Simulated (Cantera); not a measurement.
A perfectly stirred reactor is fed with NO : N₂ = 1 : 6.3 (molar parts), at 0.0257 atm; it is held at 2025 K, and followed from long to short residence time.

Detailed kinetics in Cantera: GRI-Mech 3.0 (53 species, 325 reactions). Radical loss at walls, strong at low pressure, is not modelled.

**Question.** What does this change do: temperature 2025 to 1648 K?

**Answer.** 
```csv
quantity,before,after
x(NO) at τ = 8.80 s,0.0812,0.136
x(O₂) at τ = 8.80 s,0.0274,0.000252
x(NO₂) at τ = 8.80 s,7.80e-6,5.46e-6
x(N₂O) at τ = 8.80 s,2.39e-6,6.44e-6
x(N₂) at τ = 8.80 s,0.890,0.863
x(NO) at τ = 0.130 s,0.137,0.137
x(O₂) at τ = 0.130 s,0.000118,5.45e-7
x(NO₂) at τ = 0.130 s,1.76e-6,1.46e-6
x(N₂O) at τ = 0.130 s,7.74e-6,2.23e-6
x(N₂) at τ = 0.130 s,0.863,0.863
```

**Question.** What does this change do: N2 6.3 to 3.2 parts?

**Answer.** 
| quantity | before | after |
|---|---|---|
| x(NO) at τ = 8.80 s | 0.0812 | 0.121 |
| x(O₂) at τ = 8.80 s | 0.0274 | 0.0581 |
| x(NO₂) at τ = 8.80 s | 7.80e-6 | 1.68e-5 |
| x(N₂O) at τ = 8.80 s | 2.39e-6 | 4.72e-6 |
| x(N₂) at τ = 8.80 s | 0.890 | 0.820 |
| x(NO) at τ = 0.130 s | 0.137 | 0.237 |
| x(O₂) at τ = 0.130 s | 0.000118 | 0.000467 |
| x(NO₂) at τ = 0.130 s | 1.76e-6 | 5.58e-6 |
| x(N₂O) at τ = 0.130 s | 7.74e-6 | 2.22e-5 |
| x(N₂) at τ = 0.130 s | 0.863 | 0.762 |
